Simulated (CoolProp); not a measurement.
Vapour-liquid equilibrium of R13 (1) + n-butane (2) at -47.45 °C; x and y are mole fractions of (1).

Computed with CoolProp (multi-fluid Helmholtz-energy mixture model, Platzer 1990 and Bücker 2006; pair parameters Bell 2016). This equation is an older, rougher fit; its heat capacities, sound speeds and derivatives of the liquid may be far off and weren't checked against measurements.

Give the bubble pressure and the first vapour's composition at x = 0.05, 0.125, 0.35. Is there an azeotrope?

x = 0.05: 0.06052 MPa, y = 0.822; x = 0.125: 0.1214 MPa, y = 0.914; x = 0.35: 0.2394 MPa, y = 0.962. No azeotrope shows between x = 0.05 and 0.95.

The pair parameters rest on a limited set of measurements; away from them the model extrapolates. With so large a gap from Raoult's law the liquid may split in two, which this calculation doesn't test in full.
